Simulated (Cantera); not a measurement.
A closed system holds: 1 mol Si, 7.1 mol HBr, 85 mol H₂, equilibrated at 1200 K and 0.0120 bar.

Cantera equilibrium calculation (NASA polynomials, part measured and part estimated; ideal gas, pure solids and liquids). Candidate condensed phases: Br₂, Si; 19 gas species. The tables' values for SiBr₃ are old estimates; treat these amounts as uncertain. The numbers say what is thermodynamically allowed, not how fast it happens.

Base state: H₂ 0.931, HBr 0.0612, SiBr₂ 0.00662, SiBr₄ 0.000427, SiBr₃ 0.000204, SiHBr₃ 0.000106, Br 4.73e-5, SiH₂Br₂ 1.26e-5 (mole fractions); condensed: Si(s).

Q: What changes in the equilibrium state with this change: temperature from 1200 K to 723.15 K?

A: 
```tsv
species	before	after
H₂	0.931	0.955
HBr	0.0612	0.0341
SiBr₄	0.000427	0.0109
SiBr₂	0.00662	5.14e-9
Br	4.73e-5	1.15e-9
SiBr₃	0.000204	1.09e-7
SiH₂Br₂	1.26e-5	1.03e-7
Si(s), mol	0.322	0
```

Q: What changes in the equilibrium state with this change: pressure from 0.0120 bar to 1.00 bar?

A: 
```tsv
species	before	after
H₂	0.931	0.947
HBr	0.0612	0.0419
SiBr₄	0.000427	0.00571
SiH₃Br	5.27e-7	2.31e-5
SiH₂Br₂	1.26e-5	0.000371
SiHBr₃	0.000106	0.00211
Br	4.73e-5	3.52e-6
SiBr₂	0.00662	0.00230
Si(s), mol	0.322	0
```
